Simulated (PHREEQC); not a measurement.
Make-up at 25 °C: 0.0078 mol/kgw CuSO4, 7e-05 mol/kgw H2SO4 and 0.0091 mol/kgw FeCl3. Closed to the air; pH follows from the charge balance.

Computed with PHREEQC (ion-association model, wateq4f.dat).

Each row changes one thing in this solution. This is a speciation only: nothing precipitates in the calculation.

```
case                                             pH  ionic strength (mol/kgw)  FeSO4+ (mol/kgw)  SO4-2 (mol/kgw)  FeOH+2 (mol/kgw)  Fe+3 (mol/kgw)  SI of Fe(OH)3(a) (Fe(OH)3)  SI of Goethite (FeOOH)
---------------------------------------------  ----  ------------------------  ----------------  ---------------  ----------------  --------------  --------------------------  ----------------------
as made                                        2.61                    0.0498           0.00432          0.00228           0.00176         0.00128                       -0.57                   +5.32
FeCl3 from 0.0091 to 0.01 mol/kgw              2.57                    0.0535           0.00455          0.00212                 ?         0.00152                       -0.63                   +5.26
CuSO4 from 0.0078 to 0.00156 mol/kgw              ?                    0.0452           0.00123         0.000291           0.00238         0.00268                       -0.81                   +5.08
H2SO4 replaced by NaHSO4 at the same molality  2.62                    0.0499           0.00431          0.00230           0.00176         0.00127                       -0.55                   +5.34
FeCl3 from 0.0091 to 0.00819 mol/kgw           2.66                    0.0463           0.00405          0.00247           0.00162         0.00105                       -0.50                   +5.39
diluted 5-fold with water                      2.97                    0.0111          0.000559         0.000831          0.000774               ?                       -0.06                   +5.84
diluted 100-fold with water                       ?                  0.000611           4.56e-7          7.63e-5           2.92e-5         7.56e-7                       +0.38                   +6.27
diluted 10-fold with water                     3.13                   0.00585          0.000178         0.000533                 ?         7.49e-5                       +0.09                   +5.98
CuSO4 replaced by K2SO4 at the same molality   2.64                    0.0432           0.00463          0.00249           0.00171         0.00115                       -0.51                   +5.38
```

Some entries are withheld; supply them.


- FeCl3 from 0.0091 to 0.01 mol/kgw, FeOH+2 (mol/kgw): 0.00187
- CuSO4 from 0.0078 to 0.00156 mol/kgw, pH: 2.42
- diluted 5-fold with water, Fe+3 (mol/kgw): 0.000197
- diluted 100-fold with water, pH: 3.83
- diluted 10-fold with water, FeOH+2 (mol/kgw): 0.000464

Some of these states are supersaturated (in Hematite (slow to form), Goethite (slow to form), Jarosite-Na, for instance).
